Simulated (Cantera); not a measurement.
Mixture: H2 : O2 : N2 = 1 : 0.312 : 1.17 (molar parts), equivalence ratio 1.6, at 2.20 bar, adiabatic and at constant volume. Ignition delay is the time to a rise of 400 K.

Cantera simulation using GRI-Mech 3.0 (53 species, 325 reactions); the numbers are that mechanism's predictions, not measurements. The hydrogen kinetics of GRI-Mech 3.0 are dated; newer H2 mechanisms differ, most at raised pressure.

Question: Predict: delay at 1023 K; delay at 1098 K; delay at 1173 K; delay at 1248 K; delay at 1323 K; delay at 1398 K; delay at 1473 K; apparent activation energy between 1323 and 1473 K.

Answer: 
```
Quantity                                                Value
--------------------------------------------------  ---------
delay at 1023 K                                       1.69 ms
delay at 1098 K                                       67.2 µs
delay at 1173 K                                       29.3 µs
delay at 1248 K                                       17.7 µs
delay at 1323 K                                       12.1 µs
delay at 1398 K                                       8.92 µs
delay at 1473 K                                       6.92 µs
apparent activation energy between 1323 and 1473 K  60 kJ/mol
```
